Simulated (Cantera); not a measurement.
A closed system holds: 1 mol CCl4, 0.41 mol H2, at 2.40 Pa.

Method: chemical equilibrium by Gibbs-energy minimisation in Cantera with the NASA 1993 tables (ideal gas, pure condensed phases). Candidate condensed phases: C, C6H6, C7H8, C8H18; 91 gas species. Equilibrium is a limit: real reactors are often held back by kinetics, nucleation or transport.

### Question
Which condensed phases are stable at each of these points (T (°C)): 1700, 1775, 1850, 1925, 2000, 2075, 2150, 2225, 2300, 2375, 2450, 2525?

### Answer
```
T (°C)  condensed phases  C condensed (%)
------  ----------------  ---------------
1700         C(graphite)            100.0
1775         C(graphite)            100.0
1850         C(graphite)            100.0
1925         C(graphite)             99.8
2000         C(graphite)             99.2
2075         C(graphite)             97.1
2150         C(graphite)             89.6
2225         C(graphite)             64.9
2300            gas only              0.0
2375            gas only              0.0
2450            gas only              0.0
2525            gas only              0.0
```

From 1700 °C to 2225 °C the condensed part is C(graphite). From 2300 °C to 2525 °C nothing is condensed.
